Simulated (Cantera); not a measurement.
Charge: 1 mol C₃H₆, 0.026 mol H₂O, held at 0.110 bar.

Equilibrium computed with Cantera from the NASA thermochemical tables; the gas is ideal and each condensed phase is pure. Candidate condensed phases: C, C₆H₆, C₇H₈, C₈H₁₈, H₂O; 110 gas species. The numbers say what is thermodynamically allowed, not how fast it happens. All values below are at 1175 °C.

Base state: H₂ 0.991, CO 0.00852, CH₄ 0.000360, H 2.77e-5 (mole fractions); condensed: C(graphite).

Problem. What changes in the equilibrium state with this change: H₂O from 0.026 to 3.3 mol?

Solution. 
| species | before | after |
|---|---|---|
| H₂ | 0.991 | 0.651 |
| CO | 0.00852 | 0.317 |
| H₂O | 2.35e-6 | 0.0268 |
| CO₂ | 8.54e-9 | 0.00550 |
| CH₄ | 0.000360 | 3.34e-7 |
| H | 2.77e-5 | 2.24e-5 |
| C(graphite), mol | 2.97 | 0 |
